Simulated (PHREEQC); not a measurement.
# Leach liquor: speciation

Dissolve 0.0086 mol/kgw HCl and 0.00038 mol/kgw Al2(SO4)3 at 95 °C. Closed to the air; pH follows from the charge balance.

The numbers come from PHREEQC with the ion-association model, phreeqc.dat.

The pH is 2.15. The ionic strength is 0.0116 mol/kgw, the specific conductance comes out as 9830 µS/cm and the total alkalinity is -8.60 meq/kg.

```csv
species,molality,activity,log γ
Cl-,0.00860,0.00756,-0.056
H+,0.00792,0.00710,-0.048
HSO4-,0.000700,0.000616,-0.056
Al+3,0.000528,0.000195,-0.432
SO4-2,0.000231,0.000141,-0.216
AlSO4+,0.000206,0.000181,-0.055
AlOH+2,2.40e-5,1.47e-5,-0.213
```

This is a speciation only: nothing precipitates in the calculation. Species that the database lacks are ignored. Away from 25 °C the constants follow the database's enthalpies or fits; those with neither stay at their 25 °C values.
